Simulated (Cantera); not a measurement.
Input: 1 mol CaCl₂, 2.9 mol HCl, 14 mol H₂, equilibrated at 1452 °C and 100 Torr.

These are equilibrium values from Cantera (NASA tables, ideal gas, pure condensed phases), not measurements of a reactor. Candidate condensed phases: Ca, CaCl₂; 9 gas species. Kinetics and transport are ignored.

Base state: H₂ 0.782, HCl 0.162, CaCl₂ 0.0558, H 0.000450, Cl 7.21e-5 (mole fractions); condensed: gas only.

What changes in the equilibrium state with this change: temperature from 1452 °C to 1175 °C?


```tsv
species	before	after
H₂	0.782	0.824
HCl	0.162	0.171
CaCl₂	0.0558	0.00553
H	0.000450	2.30e-5
Cl	7.21e-5	3.87e-6
CaCl₂(l), mol	0	0.906
```
